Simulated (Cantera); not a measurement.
Feed: 1 mol S, 6.3 mol H2O, at 14000 Pa.

Method: chemical equilibrium by Gibbs-energy minimisation in Cantera with the NASA 1993 tables (ideal gas, pure condensed phases). Candidate condensed phases: H2O, H2SO4, S; 19 gas species. Kinetics and transport are ignored.

At 2700 °C, list the 5 most abundant gas species with their mole fractions, and the condensed phases.

H2O 0.333, H2 0.212, H 0.179, OH 0.0914, SO2 0.0521. Condensed: gas only.
